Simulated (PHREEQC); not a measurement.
## Acid mine or pickling water: speciation

Synthetic water in mg/L, 20 °C, pH 2.4, pe 12.6: Na 634; K 112; Ca 637; Mg 89.8; Cl 283; S(6) as SO4 3450; N(5) as NO3 8.7; Mn(2) 46; Al 6.16.

Valence states are taken as typed.

Computed with PHREEQC (ion-association model, phreeqc.dat).

| Quantity | Value |
|---|---|
| ionic strength | 0.0950 mol/kgw |
| specific conductance | 6230 µS/cm |
| density | 1.003 g/cm³ |
| total alkalinity | -8.85 meq/kg |
| charge-balance error | 0.7 % |

```csv
species,molality,activity,log γ
Na+,0.0266,0.0210,-0.103
SO4-2,0.0228,0.00873,-0.418
Ca+2,0.00997,0.00398,-0.399
Cl-,0.00802,0.00619,-0.112
CaSO4,0.00582,0.00595,0.010
H+,0.00481,0.00398,-0.082
HSO4-,0.00386,0.00303,-0.105
K+,0.00273,0.00210,-0.114
Mg+2,0.00215,0.000892,-0.382
MgSO4,0.00156,0.00160,0.010
NaSO4-,0.00112,0.000889,-0.101
Mn+2,0.000534,0.000218,-0.388
```

Precipitation was switched off in this run. Examples of supersaturated solids here: Gypsum. Others may be too.
